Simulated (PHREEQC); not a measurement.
Consider water at 4.8 °C with 60 mmol/kgw CsI and 110 mmol/kgw NaCl. Closed to the air; pH follows from the charge balance.

Model: ion-association model, wateq4f.dat, run in PHREEQC.

No solid was allowed to form.

Task: Estimate the activity of water.

Result: activity of water 0.994.

Away from 25 °C the constants follow the database's enthalpies or fits; those with neither stay at their 25 °C values.
